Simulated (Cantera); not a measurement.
A diamond (100) surface in a fixed gas of H2 with x(CH4) = 0.02, x(H) = 0.0038, at 1048 K, 0.109 atm; coverages are run to steady state.

Model: the Harris–Goodwin 1993 mechanism for the reconstructed diamond (100) surface, integrated in Cantera.

θ: site fractions in the mechanism's names (c6HH fully hydrogenated, c6H* and c6*H radical sites, c6** diradical, c6HM methylated).

```
x(CH3)   growth (µm/h)  θ c6HH  θ c6H*  θ c6*H  θ c6**    θ c6HM
-------  -------------  ------  ------  ------  ------  --------
1e-06                …   0.556  0.0228   0.408  0.0132  0.000110
2.3e-06              …   0.555  0.0228   0.408  0.0132  0.000252
5.3e-06              …   0.555  0.0228   0.408  0.0132  0.000581
1.2e-05              …   0.555  0.0227   0.408  0.0132   0.00131
2.9e-05              …   0.553  0.0227   0.406  0.0131   0.00316
6.6e-05              …   0.550  0.0225   0.404  0.0130   0.00715
0.00015              …   0.543  0.0222   0.399  0.0128    0.0160
0.00035              …   0.528  0.0216   0.387  0.0122    0.0361
0.00081              …   0.496  0.0202   0.362  0.0111    0.0773
```

**Question.** What belongs in the gaps?

**Answer.** 
- 1e-06, growth (µm/h): 0.0666
- 2.3e-06, growth (µm/h): 0.153
- 5.3e-06, growth (µm/h): 0.352
- 1.2e-05, growth (µm/h): 0.797
- 2.9e-05, growth (µm/h): 1.92
- 6.6e-05, growth (µm/h): 4.34
- 0.00015, growth (µm/h): 9.71
- 0.00035, growth (µm/h): 21.9
- 0.00081, growth (µm/h): 46.9
